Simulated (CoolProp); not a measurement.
Saturation properties of nitrogen.

Computed with CoolProp (reference Helmholtz-energy equation of state, Span 2000).

| T (K) | p (MPa) | vapour density (kg/m³) | liquid viscosity (µPa s) | liquid conductivity (mW/(m K)) |
|---|---|---|---|---|
| 83.8 | 0.2035 | (withheld) | 126 | (withheld) |
| 87.6 | 0.2918 | 12.34 | 111 | (withheld) |
| 91.5 | 0.4090 | 17.01 | 98.0 | 117 |
| 95.4 | 0.5573 | 22.95 | 86.9 | (withheld) |
| 99.3 | 0.7412 | 30.43 | 77.3 | 101 |
| 103.2 | 0.9651 | 39.83 | 68.9 | 93.8 |
| 107 | 1.226 | 51.35 | (withheld) | (withheld) |
| 110.9 | 1.544 | (withheld) | 54.4 | (withheld) |
| 114.8 | 1.916 | 86.12 | 47.6 | 71.0 |
| 118.7 | 2.351 | 113.3 | 40.8 | 63.5 |
| 122.6 | 2.855 | 155.9 | 33.2 | 56.6 |

What belongs in the gaps?


- 83.8, vapour density (kg/m³): 8.803
- 83.8, liquid conductivity (mW/(m K)): 132
- 87.6, liquid conductivity (mW/(m K)): 125
- 95.4, liquid conductivity (mW/(m K)): 109
- 107, liquid viscosity (µPa s): 61.5
- 107, liquid conductivity (mW/(m K)): 86.3
- 110.9, vapour density (kg/m³): 66.40
- 110.9, liquid conductivity (mW/(m K)): 78.7

It boils at 77.4 K under 1 atm.

Viscosity comes from a separate model (Lemmon 2004). Thermal conductivity comes from a separate model (Lemmon 2004).
